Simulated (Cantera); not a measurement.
Feed: 1 mol C2F6, at 4.40 Pa.

These are equilibrium values from Cantera (NASA tables, ideal gas, pure condensed phases), not measurements of a reactor. Candidate condensed phases: C; 13 gas species. The feed counts by its element totals alone. Kinetics and transport are ignored.

x: gas mole fraction; n: condensed amount in mol.

```tsv
T (°C)	x F	x C	x C3	x CF	x C2	x CF2	n C(graphite)
2075	0.965	0.000408	0.000906	0.0191	8.12e-5	0.0144	1.78
2175	0.959	0.00182	0.00494	0.0266	0.000451	0.00668	1.69
2275	0.929	(withheld)	(withheld)	(withheld)	(withheld)	(withheld)	(withheld)
2375	0.856	0.0233	0.0729	0.0387	0.00765	0.00124	0
2475	0.847	0.0466	0.0640	0.0306	0.0111	0.000409	0
2575	0.829	(withheld)	(withheld)	(withheld)	0.0143	(withheld)	0
2675	0.802	0.136	0.0299	0.0162	0.0154	4.34e-5	0
2775	0.777	0.187	0.0130	0.0103	0.0129	1.32e-5	0
```

### Question
Fill in the missing entries.

### Answer

- 2575, x C: 0.0845
- 2575, x C3: 0.0490
- 2575, x CF: 0.0231
- 2575, x CF2: 0.000135
- 2275, x C: 0.00723
- 2275, x C3: 0.0235
- 2275, x CF: 0.0351
- 2275, x C2: 0.00218
- 2275, x CF2: 0.00310
- 2275, n C(graphite): 1.25
